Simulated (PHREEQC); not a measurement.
Make-up at 85 °C: 0.022 mol/kgw Fe2(SO4)3. Closed to the air; pH follows from the charge balance.

Computed with PHREEQC (ion-association model, phreeqc.dat).

Each row changes one thing in this solution. This is a speciation only: nothing precipitates in the calculation.

| case | pH | ionic strength (mol/kgw) | FeSO4+ (mol/kgw) | SO4-2 (mol/kgw) | HSO4- (mol/kgw) | FeOH+2 (mol/kgw) | SI of Goethite (FeOOH) | SI of Hematite (Fe2O3) |
|---|---|---|---|---|---|---|---|---|
| as made | 2.47 | 0.108 | 0.0224 | 0.0209 | 0.0138 | 0.00848 | +6.08 | +14.40 |
| Fe2(SO4)3 from 0.022 to 0.0242 mol/kgw | 2.46 | 0.119 | 0.0247 | 0.0228 | 0.0150 | 0.00891 | +6.07 | +14.37 |
| Fe2(SO4)3 from 0.022 to 0.0022 mol/kgw | 2.69 | 0.0138 | 0.00122 | 0.00321 | 0.00203 | 0.00173 | +6.09 | +14.41 |
| Fe2(SO4)3 from 0.022 to 0.0198 mol/kgw | 2.48 | 0.0972 | 0.0201 | 0.0191 | 0.0127 | 0.00801 | +6.09 | +14.43 |
| 0.0023 mol/kgw CaBr2 added | 2.46 | 0.114 | 0.0222 | 0.0206 | 0.0138 | 0.00857 | +6.05 | +14.34 |
| diluted 5-fold with water | 2.61 | 0.0246 | 0.00343 | 0.00545 | 0.00374 | 0.00302 | +6.11 | +14.46 |

Complexes and solids missing from the database can't appear. Some of these states are supersaturated (in Hematite (slow to form), Goethite (slow to form), for instance). Constants without temperature data keep their 25 °C values here.
